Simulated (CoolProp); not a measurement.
A Linde-Hampson liquefier for ethylene: isothermal reversible compression at 320 K from 1 atm to 10 MPa, throttling to 1 atm, return gas leaving the recuperator 2 K below the feed. Each further row changes one setting.

Values from CoolProp's reference Helmholtz-energy equation of state, Smukala 2000.

```
case                        liquid yield per pass  compression work (kJ/kg of gas)
--------------------------  ---------------------  -------------------------------
as stated                                       ?                              386
high pressure 20 MPa                            ?                              418
warm-end temperature 350 K                      ?                                ?
warm-end gap 7 K                                ?                              386
```

Problem. Complete the blanks.

Solution. 
- as stated, liquid yield per pass: 0.317
- high pressure 20 MPa, liquid yield per pass: 0.414
- warm-end temperature 350 K, liquid yield per pass: 0.197
- warm-end temperature 350 K, compression work (kJ/kg of gas): 440
- warm-end gap 7 K, liquid yield per pass: 0.309
